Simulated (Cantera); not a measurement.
Feed: 1 mol PbO, 21 mol H2, 0.087 mol H2O, at 32000 Pa.

Equilibrium computed with Cantera from the NASA thermochemical tables; the gas is ideal and each condensed phase is pure. Candidate condensed phases: H2O, Pb, PbO, PbO2, Pb3O4; 12 gas species. The numbers say what is thermodynamically allowed, not how fast it happens.

log p: log10 of the partial pressure in bar; n: condensed amount in mol.

```
T (°C)  log p H2  log p H2O  log p Pb  log p H  log p Pb2  n Pb(l)
------  --------  ---------  --------  -------  ---------  -------
802        -0.52      -1.78     -4.12    -8.09      -9.17    0.995
902        -0.52      -1.78       [?]      [?]        [?]    0.971
1002       -0.52      -1.79     -2.72    -6.39      -6.84    0.875
1102       -0.53      -1.79       [?]      [?]        [?]      [?]
1202       -0.54      -1.80     -1.84    -5.16      -5.41        0
1302       -0.54      -1.80     -1.84    -4.65      -5.55        0
1402       -0.54      -1.80     -1.84    -4.20      -5.67        0
1502       -0.54      -1.80     -1.84    -3.81      -5.78        0
```

Q: Complete the blanks.

A: 
- 1102, log p Pb: -2.18
- 1102, log p H: -5.73
- 1102, log p Pb2: -5.94
- 1102, n Pb(l): 0.558
- 902, log p Pb: -3.36
- 902, log p H: -7.17
- 902, log p Pb2: -7.90
